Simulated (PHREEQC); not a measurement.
Consider water at 30 °C with 1.2 mmol/kgw CuSO4 and 81 mmol/kgw HNO3. Closed to the air; pH follows from the charge balance.

The numbers come from PHREEQC with the ion-association model, phreeqc.dat.

The ionic strength comes out as 0.0839 mol/kgw. What activity coefficients do HSO4-, SO4-2, NO3-, H+, Cu+2 get?

HSO4- 0.79, SO4-2 0.39, NO3- 0.77, H+ 0.83, Cu+2 0.42.

Precipitation was switched off in this run.
